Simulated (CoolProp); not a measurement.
Saturation properties of nitrous oxide.

Values from CoolProp's reference Helmholtz-energy equation of state, Lemmon 2006. It is a short technical equation, of lower accuracy than the large ones.

```tsv
T (K)	p (kPa)	liquid density (kg/m³)	vapour density (kg/m³)	enthalpy of vaporisation (kJ/kg)
219.7	564.7	1121	14.92	330.8
224.8	690.1	1104	18.08	323.6
230	838.3	1086	21.82	315.9
235.1	1005	1068	26.05	308.0
240.3	1200	1049	31.02	299.5
245.4	1416	1029	36.62	290.8
250.6	1664	1008	43.17	281.3
255.7	1937	987.4	50.54	271.6
260.9	2248	965.0	59.16	260.9
266	2587	941.8	68.90	249.8
271.2	2969	916.9	80.39	237.5
276.4	3390	890.2	93.80	224.2
281.5	3845	861.9	109.3	209.9
286.7	4353	830.2	128.2	193.5
291.8	4900	795.2	151.0	175.3
```

It boils at 184.7 K under 1 atm.
